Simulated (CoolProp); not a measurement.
Aqueous lithium chloride as a coolant, at -9 °C, 1 atm.

Values from CoolProp's Melinder's fits for secondary coolants.

| mass % | freezing point (°C) | density (kg/m³) | Prandtl number | cp (kJ/(kg K)) | viscosity (mPa s) |
|---|---|---|---|---|---|
| 8.9 | -10.4 | 1054 | 22.0 | 3.682 | 3.17 |
| 11.4 | -14.8 | 1069 | 23.3 | 3.535 | 3.47 |
| 14 | -21.0 | 1085 | 24.7 | 3.386 | 3.82 |
| 16.5 | -29.0 | 1100 | 26.4 | 3.250 | 4.20 |
| 19 | -39.3 | 1116 | 28.3 | 3.127 | 4.65 |
